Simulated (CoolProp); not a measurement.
Values from CoolProp's reference Helmholtz-energy equation of state, Lemmon 2006. It is a short technical equation, of lower accuracy than the large ones.

Problem. For acetone, give the phase and the Z, cv (kJ/(kg K)), expansivity (1/kK) at 87.55 °C and 1.69 bar.

Solution. 
- 87.55 °C and 1.69 bar: gas; Z 0.943, cv 1.43, expansivity 3.57
